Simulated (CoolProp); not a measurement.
Model: reference Helmholtz-energy equation of state, Thol 2021, in CoolProp.

### Question
Give the vapour pressure (MPa), liquid density (kg/m³), enthalpy of vaporisation (kJ/kg), liquid cp (kJ/(kg K)) of saturated chlorine at 284.2, 287.4 K.

### Answer
| T (K) | p (MPa) | liquid density (kg/m³) | enthalpy of vaporisation (kJ/kg) | liquid cp (kJ/(kg K)) |
|---|---|---|---|---|
| 284.2 | 0.521 | 1440 | 258 | 0.973 |
| 287.4 | 0.573 | 1430 | 256 | 0.977 |
